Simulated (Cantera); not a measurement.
Mixture: H2 : O2 : N2 = 1 : 1.04 : 3.92 (molar parts), at 1.00 atm, adiabatic and at constant volume. Ignition delay is the time to a rise of 400 K.

Detailed kinetics in Cantera: the H2/O2 subset of GRI-Mech 3.0, which has no nitrogen chemistry. Where the delays flatten at high temperature, the 400 K rule measures the pace of heat release, not the induction time.

| quantity | before | after |
|---|---|---|
| delay at 1248 K | 38.5 µs | 20.7 µs |
| delay at 1398 K | 23.7 µs | 11.5 µs |
| delay at 1548 K | 19.0 µs | 8.20 µs |
| delay at 1698 K | 18.6 µs | 7.12 µs |
| delay at 1848 K | 20.7 µs | 7.18 µs |

Name the change that produced these shifts.
A. pressure from 1.00 atm to 1.88 atm
B. pressure from 1.00 atm to 2.57 atm
C. pressure from 1.00 atm to 4.93 atm
D. pressure from 1.00 atm to 2.17 atm

A, pressure from 1.00 atm to 1.88 atm
